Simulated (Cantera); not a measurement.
**Fe3O4 + CH4 + CO (carbothermic reduction)**

A closed system holds: 1 mol Fe3O4, 4.6 mol CH4, 1.8 mol CO, equilibrated at 10.0 mbar.

Method: chemical equilibrium by Gibbs-energy minimisation in Cantera with the NASA 1993 tables (ideal gas, pure condensed phases). Candidate condensed phases: C, C6H6, C7H8, C8H18, Fe, Fe(CO)5, FeO, Fe(OH)2, Fe(OH)3, Fe2O3, Fe3O4, H2O; 114 gas species. Iron dissolves carbon and melts from about 1420 K in contact with it, which pure phases cannot show. Condensed phases not in the tables: cementite and carbon dissolved in iron. Equilibrium is a limit: real reactors are often held back by kinetics, nucleation or transport.

| T (°C) | x H2 | x CO | x Fe | x H | x C2H2 (acetylene) | x C2H | x C4H2 | x C3 | n C(graphite) | n Fe(δ) | n Fe(l) |
|---|---|---|---|---|---|---|---|---|---|---|---|
| 1450 | 0.612 | 0.386 | 0.000913 | 0.00143 | 5.53e-5 | 8.04e-10 | 1.96e-9 | <1e-12 | 0.598 | 2.99 | 0 |
| 1500 | 0.610 | 0.385 | 0.00198 | 0.00222 | 8.54e-5 | 2.43e-9 | 4.71e-9 | 4.95e-12 | 0.597 | 2.97 | 0 |
| 1550 | 0.608 | 0.384 | 0.00407 | 0.00338 | 0.000129 | 6.89e-9 | 1.08e-8 | 2.29e-11 | 0.596 | 0 | 2.94 |
| 1600 | 0.604 | 0.383 | 0.00791 | 0.00502 | 0.000189 | 1.85e-8 | 2.34e-8 | 9.76e-11 | 0.594 | 0 | 2.88 |
| 1650 | 0.598 | 0.380 | 0.0148 | 0.00729 | 0.000270 | 4.69e-8 | 4.87e-8 | 3.85e-10 | 0.592 | 0 | 2.77 |
| 1700 | 0.588 | 0.374 | 0.0268 | 0.0103 | 0.000377 | 1.13e-7 | 9.68e-8 | 1.41e-9 | 0.588 | 0 | 2.58 |
| 1750 | 0.572 | 0.366 | 0.0471 | 0.0144 | 0.000511 | 2.60e-7 | 1.84e-7 | 4.85e-9 | 0.584 | 0 | 2.25 |
| 1800 | 0.548 | 0.352 | 0.0803 | 0.0195 | 0.000671 | 5.67e-7 | 3.32e-7 | 1.57e-8 | 0.578 | 0 | 1.68 |
| 1850 | 0.510 | 0.330 | 0.133 | 0.0256 | 0.000845 | 1.18e-6 | 5.67e-7 | 4.79e-8 | 0.570 | 0 | 0.658 |
| 1900 | 0.485 | 0.317 | 0.164 | 0.0336 | 0.00107 | 2.38e-6 | 9.60e-7 | 1.39e-7 | 0.561 | 0 | 0 |
| 1950 | 0.476 | 0.315 | 0.163 | 0.0442 | 0.00138 | 4.73e-6 | 1.64e-6 | 3.83e-7 | 0.549 | 0 | 0 |
| 2000 | 0.466 | 0.313 | 0.162 | 0.0573 | 0.00176 | 9.11e-6 | 2.71e-6 | 1.01e-6 | 0.534 | 0 | 0 |
| 2050 | 0.453 | 0.310 | 0.161 | 0.0733 | 0.00220 | 1.70e-5 | 4.36e-6 | 2.55e-6 | 0.517 | 0 | 0 |
| 2100 | 0.438 | 0.307 | 0.159 | 0.0925 | 0.00270 | 3.07e-5 | 6.82e-6 | 6.18e-6 | 0.496 | 0 | 0 |
x: gas mole fraction; n: condensed amount in mol.

From 1450 °C to 1500 °C the condensed part is C(graphite) + Fe(δ). From 1550 °C to 1850 °C the condensed part is C(graphite) + Fe(l). From 1900 °C to 2100 °C the condensed part is C(graphite). The main Fe-bearing gas is Fe throughout.
